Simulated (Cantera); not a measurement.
Charge: 1 mol Al₂O₃, 1.1 mol Li₂O, 2.1 mol O₂, at 2523 K and 0.000830 bar.

Cantera equilibrium calculation (NASA polynomials, part measured and part estimated; ideal gas, pure solids and liquids). Rates play no part.

```
species           before    after
--------------  --------  -------
O₂                 0.305    0.640
Li                 0.378    0.280
O                  0.311   0.0632
AlO              0.00128  1.62e-6
Al              0.000133  1.57e-8
AlO₂             1.63e-5  9.26e-8
Li₂O₂            3.30e-7  2.62e-5
Li₂O            0.000239  0.00778
LiO              0.00457  0.00889
Al₂O₃(l), mol      0.996        0
Al₂O₃(s), mol          0    0.429
LiAlO₂(l), mol         0     1.14
```
Gas species are given as mole fractions.

What was changed between the two runs?
(A) temperature from 2523 K to 2348 K
(B) temperature from 2523 K to 1875 K
(C) temperature from 2523 K to 2173.15 K
(D) pressure from 0.000830 bar to 1 atm

C, temperature from 2523 K to 2173.15 K. Mutual solubility and eutectic melting of coexisting phases are not modelled. Condensed phases not in the tables: alloys, solid solutions and most ternary compounds
